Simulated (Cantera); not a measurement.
A perfectly stirred reactor is fed with C2H4 : H2 = 1 : 3.4 (molar parts), at 0.000454 atm; it is held at 1925 K, and followed from long to short residence time.

Detailed kinetics in Cantera: GRI-Mech 3.0 (53 species, 325 reactions). GRI-Mech 3.0 was tuned for natural gas; its chemistry of ethylene as a main component is partial and can be far from experiment. GRI-Mech 3.0 stops at C3 and has no aromatics, soot or wall deposition, so with more carbon than oxygen in the feed, carbon stays in small species such as C2H2 where larger ones or solid carbon would form. Radical loss at walls, strong at low pressure, is not modelled.

x: mole fraction; the columns are a selection and need not sum to one.

```tsv
τ (s)	x C2H4	x H2	x C2H2	x CH4	x C2H6	x C2H
0.60	0.0184	0.811	0.170	3.20e-5	___	1.07e-6
0.33	0.0332	0.808	0.158	2.55e-5	___	7.90e-7
0.18	0.0565	0.804	0.139	1.95e-5	___	5.71e-7
0.10	0.0871	0.798	0.114	1.39e-5	___	3.90e-7
0.056	0.122	0.792	0.0857	8.82e-6	___	2.37e-7
0.031	0.156	0.786	0.0579	4.65e-6	___	1.19e-7
0.017	0.184	0.781	0.0355	2.00e-6	2.05e-8	4.81e-8
0.0095	0.201	0.777	0.0210	7.67e-7	2.05e-8	1.74e-8
0.0052	0.213	0.775	0.0118	2.57e-7	___	5.57e-9
0.0029	0.219	0.774	0.00669	8.16e-8	___	1.79e-9
```

Question: What belongs in the gaps?

Answer: 
- 0.60, x C2H6: 2.34e-9
- 0.33, x C2H6: 4.23e-9
- 0.18, x C2H6: 7.15e-9
- 0.10, x C2H6: 1.09e-8
- 0.056, x C2H6: 1.49e-8
- 0.031, x C2H6: 1.84e-8
- 0.0052, x C2H6: 1.85e-8
- 0.0029, x C2H6: 1.50e-8
